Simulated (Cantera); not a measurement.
Cantera run:

```python
import numpy as np
import cantera as ct

gas_names = """
    CL CL2 H HCL H2 Si SiCL SiCL2 SiCL3 SiCL4 SiH SiHCL3 SiH2 SiH2CL2 SiH3 SiH3CL SiH4 Si2 Si3
""".split()
cond_names = """
    Si(cr) Si(L)
""".split()


# ... load() reads the species with a 1 bar reference pressure and builds the phases ...
atoms = {
    'SiCl4': {'Si': 1, 'CL': 4},
    'Cl2': {'CL': 2},
    'H2': {'H': 2},
}
top_T = {}  # K; cautious upper limits of use, not melting points


# ... equilibrate(T, P, feed) seeds the gas with the atoms and calls Mixture.equilibrate('TP', solver="vcs", rtol=1e-11, max_steps=5000) ...
results = []
feed = {'SiCl4': 1, 'Cl2': 0.93, 'H2': 14}  # mol
T = 1348.15  # K
P = 380000  # Pa
mix = equilibrate(T, P, feed)
results.append((T, P, feed, dict(zip(mix.species_names, mix.species_moles))))
x = sorted(zip(gas.X, gas.species_names), reverse=True)
print(f"T = {T:g} K  P = {P:g} Pa  gas = {mix.phase_moles(0):.4g} mol")
print("   x: " + "  ".join(f"{s} {v:.3e}" for v, s in x if v > 0.0001))
print("   condensed (mol): " + ("  ".join(f"{mix.phase(i).name} {mix.phase_moles(i):.4g}"
      for i in range(1, mix.n_phases) if mix.phase_moles(i) > 1e-12) or "none"))
```

It prints:

```
T = 1348.15 K  P = 380000 Pa  gas = 15.99 mol
   x: H2 7.987e-01  HCL 1.387e-01  SiCL4 4.252e-02  SiHCL3 1.391e-02  SiCL3 3.771e-03  SiCL2 1.679e-03  SiH2CL2 6.624e-04
   condensed (mol): none
```

Cantera equilibrium calculation (NASA polynomials, part measured and part estimated; ideal gas, pure solids and liquids). The tables' values for SiCl3 are old estimates; treat these amounts as uncertain.
